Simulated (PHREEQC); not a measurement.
Solution (20 °C): 0.089 mol/kgw CdCl2 and 0.0004 mol/kgw CaBr2. Closed to the air; pH follows from the charge balance.

The numbers come from PHREEQC with the ion-association model, phreeqc.dat.

Each row changes one thing in this solution. This is a speciation only: nothing precipitates in the calculation.

```json
[
 {"case": "as made", "pH": "5.43", "ionic strength (mol/kgw)": "0.114", "Cl- (mol/kgw)": "0.0937", "CdCl+ (mol/kgw)": "0.0571", "Cd+2 (mol/kgw)": "0.0183", "CdCl2 (mol/kgw)": "0.0126", "SI of Cd(OH)2 (Cd(OH)2)": "-4.96"},
 {"case": "CaBr2 left out", "pH": "5.43", "ionic strength (mol/kgw)": "0.113", "Cl- (mol/kgw)": "0.0934", "CdCl+ (mol/kgw)": "0.0573", "Cd+2 (mol/kgw)": "0.0184", "CdCl2 (mol/kgw)": "0.0126", "SI of Cd(OH)2 (Cd(OH)2)": "-4.96"},
 {"case": "CaBr2 from 0.0004 to 4e-05 mol/kgw", "pH": "5.43", "ionic strength (mol/kgw)": "0.113", "Cl- (mol/kgw)": "0.0935", "CdCl+ (mol/kgw)": "0.0573", "Cd+2 (mol/kgw)": "0.0184", "CdCl2 (mol/kgw)": "0.0126", "SI of Cd(OH)2 (Cd(OH)2)": "-4.96"},
 {"case": "diluted 100-fold with water", "pH": "6.56", "ionic strength (mol/kgw)": "0.00248", "Cl- (mol/kgw)": "0.00168", "CdCl+ (mol/kgw)": "1.00e-4", "Cd+2 (mol/kgw)": "(withheld)", "CdCl2 (mol/kgw)": "(withheld)", "SI of Cd(OH)2 (Cd(OH)2)": "(withheld)"},
 {"case": "CaBr2 replaced by CaSO4 at the same molality", "pH": "5.43", "ionic strength (mol/kgw)": "0.114", "Cl- (mol/kgw)": "0.0936", "CdCl+ (mol/kgw)": "0.0572", "Cd+2 (mol/kgw)": "0.0184", "CdCl2 (mol/kgw)": "0.0126", "SI of Cd(OH)2 (Cd(OH)2)": "-4.96"},
 {"case": "diluted 5-fold with water", "pH": "5.78", "ionic strength (mol/kgw)": "0.0329", "Cl- (mol/kgw)": "0.0249", "CdCl+ (mol/kgw)": "0.00928", "Cd+2 (mol/kgw)": "(withheld)", "CdCl2 (mol/kgw)": "0.000669", "SI of Cd(OH)2 (Cd(OH)2)": "-4.49"},
 {"case": "CaBr2 from 0.0004 to 0.002 mol/kgw", "pH": "(withheld)", "ionic strength (mol/kgw)": "0.118", "Cl- (mol/kgw)": "0.0950", "CdCl+ (mol/kgw)": "0.0560", "Cd+2 (mol/kgw)": "0.0179", "CdCl2 (mol/kgw)": "0.0124", "SI of Cd(OH)2 (Cd(OH)2)": "-4.97"},
 {"case": "CaBr2 from 0.0004 to 0.0002 mol/kgw", "pH": "5.43", "ionic strength (mol/kgw)": "0.113", "Cl- (mol/kgw)": "0.0936", "CdCl+ (mol/kgw)": "0.0572", "Cd+2 (mol/kgw)": "0.0183", "CdCl2 (mol/kgw)": "0.0126", "SI of Cd(OH)2 (Cd(OH)2)": "-4.96"}
]
```

Complete the blanks.


- diluted 100-fold with water, Cd+2 (mol/kgw): 0.000789
- diluted 100-fold with water, CdCl2 (mol/kgw): 6.15e-7
- diluted 100-fold with water, SI of Cd(OH)2 (Cd(OH)2): -3.73
- diluted 5-fold with water, Cd+2 (mol/kgw): 0.00778
- CaBr2 from 0.0004 to 0.002 mol/kgw, pH: 5.44
